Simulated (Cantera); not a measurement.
Feed: 1 mol C2H4, 1.1 mol CO2, 1.7 mol N2, equilibrated at 100 Torr.

These are equilibrium values from Cantera (NASA tables, ideal gas, pure condensed phases), not measurements of a reactor. Candidate condensed phases: C, C6H6, C7H8, C8H18, H2O; 136 gas species. The numbers say what is thermodynamically allowed, not how fast it happens.

### Question
What share of the C ends up in condensed phases as a function of T (K), at 1600, 1700, 1800, 1900, 2000, 2100, 2200, 2300, 2400, 2500, 2600, 2700, 2800, 2900?

### Answer
| T (K) | C condensed (%) | as |
|---|---|---|
| 1600 | 28.9 | C(graphite) |
| 1700 | 28.8 | C(graphite) |
| 1800 | 28.6 | C(graphite) |
| 1900 | 28.4 | C(graphite) |
| 2000 | 28.0 | C(graphite) |
| 2100 | 27.5 | C(graphite) |
| 2200 | 26.8 | C(graphite) |
| 2300 | 25.9 | C(graphite) |
| 2400 | 24.8 | C(graphite) |
| 2500 | 23.3 | C(graphite) |
| 2600 | 21.6 | C(graphite) |
| 2700 | 19.6 | C(graphite) |
| 2800 | 17.2 | C(graphite) |
| 2900 | 14.3 | C(graphite) |
